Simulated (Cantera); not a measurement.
Standard-state values (1 bar) from the NASA 1993 polynomials, evaluated with Cantera. Values are per mole of reaction as written; species without (g) are pure solids or liquids, kept so even where they would boil at 1 bar.

Question: Between 1448 and 2848 K, where is each reaction favourable under standard conditions?
- 3 CH3(g) ⇌ C3H8(g) + H(g)
- 4 CH3(g) ⇌ 3 CH4(g) + C
- 3 C2H6(g) ⇌ 6 H2(g) + C6H6(g)

Answer: 
- 3 CH3(g) ⇌ C3H8(g) + H(g): ΔG° is -42 kJ at 1448 K and 211 kJ at 2848 K; it changes sign between 1648 and 1848 K. ΔH° is -283 kJ and ΔS° -174 J/K at 2848 K.
- 4 CH3(g) ⇌ 3 CH4(g) + C: ΔG° is -482 kJ at 1448 K and -176 kJ at 2848 K; it stays negative (K > 1). ΔH° is -767 kJ and ΔS° -208 J/K at 2848 K.
- 3 C2H6(g) ⇌ 6 H2(g) + C6H6(g): ΔG° is -275 kJ at 1448 K and -908 kJ at 2848 K; it stays negative (K > 1). ΔH° is 367 kJ and ΔS° 448 J/K at 2848 K.
